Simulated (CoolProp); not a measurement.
n-perfluoropentane at 293.15 K and 2.14 MPa is throttled through a valve to 0.101 MPa with no heat exchange. Each further row changes one setting.

The numbers come from the reference Helmholtz-energy equation of state, Gao 2022 in CoolProp.

| case | temperature change (K) | final phase | final density (kg/m³) |
|---|---|---|---|
| as stated | +0.5 | liquid | 1620 |
| outlet pressure 0.0303 MPa | -19.8 | two-phase, vapour fraction 0.210 | 18.6 |
| outlet pressure 0.131 MPa | +0.5 | liquid | 1620 |
